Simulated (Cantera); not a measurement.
What does this Cantera script print?

```python
import numpy as np
import cantera as ct

gas_names = [...]  # 113 gases of nasa_gas.yaml made of C, H, O, Ti
cond_names = """
    C(gr) C6H6(L) C7H8(L) C8H18(L),n-octa H2O(s) H2O(L) Ti(a) Ti(b) Ti(L) TiC(s) TiC(L) TiO(a) TiO(b)
    TiO(L) TiO2(ru) TiO2(L) Ti2O3(a) Ti2O3(b) Ti2O3(L) Ti3O5(a) Ti3O5(b) Ti3O5(L) Ti4O7(s) Ti4O7(L)
""".split()


# ... load() reads the species with a 1 bar reference pressure and builds the phases ...
atoms = {
    'Ti(OiPr)4': {'Ti': 1, 'C': 12, 'H': 28, 'O': 4},
    'C3H8': {'C': 3, 'H': 8},
}
top_T = {'C(gr)': 4500}  # K; cautious upper limits of use, not melting points


# ... equilibrate(T, P, feed) seeds the gas with the atoms and calls Mixture.equilibrate('TP', solver="vcs", rtol=1e-11, max_steps=5000) ...
results = []
feed = {'Ti(OiPr)4': 1, 'C3H8': 0.085}  # mol
for P in [10, 37, 140, 520, 1900, 7200, 27000, 100000]:
    for T in [1075, 1175, 1275, 1375, 1475, 1575, 1675, 1775, 1875, 1975, 2075]:
        mix = equilibrate(T, P, feed)
        results.append((T, P, feed, dict(zip(mix.species_names, mix.species_moles))))

for T, P, feed, n in results:
    print(f"{T:7g} {P:10.4g}  " + (" + ".join(c for c in cond_names if n.get(c, 0) > 1e-12) or "gas only"))
```

Result:

```
   1075         10  C(gr) + TiC(s)
   1175         10  C(gr) + TiC(s)
   1275         10  C(gr) + TiC(s)
   1375         10  C(gr) + TiC(s)
   1475         10  C(gr) + TiC(s)
   1575         10  C(gr) + TiC(s)
   1675         10  C(gr) + TiC(s)
   1775         10  C(gr) + TiC(s)
   1875         10  C(gr) + TiC(s)
   1975         10  C(gr) + TiC(s)
   2075         10  C(gr) + TiC(s)
   1075         37  C(gr) + TiC(s) + Ti2O3(b)
   1175         37  C(gr) + TiC(s)
   1275         37  C(gr) + TiC(s)
   1375         37  C(gr) + TiC(s)
   1475         37  C(gr) + TiC(s)
   1575         37  C(gr) + TiC(s)
   1675         37  C(gr) + TiC(s)
   1775         37  C(gr) + TiC(s)
   1875         37  C(gr) + TiC(s)
   1975         37  C(gr) + TiC(s)
   2075         37  C(gr) + TiC(s)
   1075        140  C(gr) + Ti3O5(b)
   1175        140  C(gr) + TiC(s)
   1275        140  C(gr) + TiC(s)
   1375        140  C(gr) + TiC(s)
   1475        140  C(gr) + TiC(s)
   1575        140  C(gr) + TiC(s)
   1675        140  C(gr) + TiC(s)
   1775        140  C(gr) + TiC(s)
   1875        140  C(gr) + TiC(s)
   1975        140  C(gr) + TiC(s)
   2075        140  C(gr) + TiC(s)
   1075        520  C(gr) + Ti4O7(s)
   1175        520  C(gr) + TiC(s) + Ti3O5(b)
   1275        520  C(gr) + TiC(s)
   1375        520  C(gr) + TiC(s)
   1475        520  C(gr) + TiC(s)
   1575        520  C(gr) + TiC(s)
   1675        520  C(gr) + TiC(s)
   1775        520  C(gr) + TiC(s)
   1875        520  C(gr) + TiC(s)
   1975        520  C(gr) + TiC(s)
   2075        520  C(gr) + TiC(s)
   1075       1900  C(gr) + TiO2(ru)
   1175       1900  C(gr) + Ti3O5(b)
   1275       1900  C(gr) + TiC(s)
   1375       1900  C(gr) + TiC(s)
   1475       1900  C(gr) + TiC(s)
   1575       1900  C(gr) + TiC(s)
   1675       1900  C(gr) + TiC(s)
   1775       1900  C(gr) + TiC(s)
   1875       1900  C(gr) + TiC(s)
   1975       1900  C(gr) + TiC(s)
   2075       1900  C(gr) + TiC(s)
   1075       7200  C(gr) + TiO2(ru)
   1175       7200  C(gr) + Ti4O7(s)
   1275       7200  C(gr) + Ti3O5(b)
   1375       7200  C(gr) + TiC(s)
   1475       7200  C(gr) + TiC(s)
   1575       7200  C(gr) + TiC(s)
   1675       7200  C(gr) + TiC(s)
   1775       7200  C(gr) + TiC(s)
   1875       7200  C(gr) + TiC(s)
   1975       7200  C(gr) + TiC(s)
   2075       7200  C(gr) + TiC(s)
   1075    2.7e+04  C(gr) + TiO2(ru)
   1175    2.7e+04  C(gr) + TiO2(ru)
   1275    2.7e+04  C(gr) + Ti3O5(b)
   1375    2.7e+04  C(gr) + TiC(s) + Ti3O5(b)
   1475    2.7e+04  C(gr) + TiC(s)
   1575    2.7e+04  C(gr) + TiC(s)
   1675    2.7e+04  C(gr) + TiC(s)
   1775    2.7e+04  C(gr) + TiC(s)
   1875    2.7e+04  C(gr) + TiC(s)
   1975    2.7e+04  C(gr) + TiC(s)
   2075    2.7e+04  C(gr) + TiC(s)
   1075      1e+05  C(gr) + TiO2(ru)
   1175      1e+05  C(gr) + TiO2(ru)
   1275      1e+05  C(gr) + Ti4O7(s)
   1375      1e+05  C(gr) + Ti3O5(b)
   1475      1e+05  C(gr) + TiC(s) + Ti3O5(b)
   1575      1e+05  C(gr) + TiC(s)
   1675      1e+05  C(gr) + TiC(s)
   1775      1e+05  C(gr) + TiC(s)
   1875      1e+05  C(gr) + TiC(s)
   1975      1e+05  C(gr) + TiC(s)
   2075      1e+05  C(gr) + TiC(s)
```

These are equilibrium values from Cantera (NASA tables, ideal gas, pure condensed phases), not measurements of a reactor. The feed counts by its element totals alone. Mutual solubility and eutectic melting of coexisting phases are not modelled. TiC: taken at fixed stoichiometry. Condensed phases not in the tables: Magnéli phases beyond Ti4O7.
